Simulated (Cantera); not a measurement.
Feed: 1 mol Ta2O5, 0.54 mol H2, 0.25 mol H2O, at 1.40 mbar.

Cantera equilibrium calculation (NASA polynomials, part measured and part estimated; ideal gas, pure solids and liquids). Candidate condensed phases: H2O, Ta, Ta2O5; 12 gas species. Equilibrium is a limit: real reactors are often held back by kinetics, nucleation or transport. All values below are at 1448 K.

Base state: H2 0.683, H2O 0.316, H 0.000204 (mole fractions); condensed: Ta2O5(s).

### Question
What changes in the equilibrium state with this change: Ta2O5 replaced by V2O5?

### Answer
```tsv
species	before	after
H2O	0.316	0.774
O2	<1e-9	0.225
OH	2.24e-6	0.000716
H2	0.683	4.01e-5
VO2	0	1.86e-5
O	<1e-9	2.47e-5
H	0.000204	1.56e-6
Ta2O5(s), mol	1.00	0
V2O4(s), mol	0	1.000
```
Condensed phases not in the tables: the oxides between V2O3 and V2O5 other than VO2. Further candidate phases: V, VO, V2O3, V2O4, V2O5.
